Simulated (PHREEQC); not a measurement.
Dissolve 0.0027 mol H3BO3, 3.1e-05 mol Na2CO3 and 0.00014 mol LiCl per kg of water at 70 °C. Closed to the air; pH follows from the charge balance.

All values are PHREEQC results (Pitzer model, pitzer.dat), not measurements.

This is a speciation only: nothing precipitates in the calculation.

Question: Estimate the pH, ionic strength.

Answer: pH 7.29; ionic strength 0.000202 mol/kgw.

Question: In which forms is B present?

Answer: B(OH)3 99 %, B(OH)4- 1.1 % of the B.

Away from 25 °C the constants follow the database's enthalpies or fits; those with neither stay at their 25 °C values.
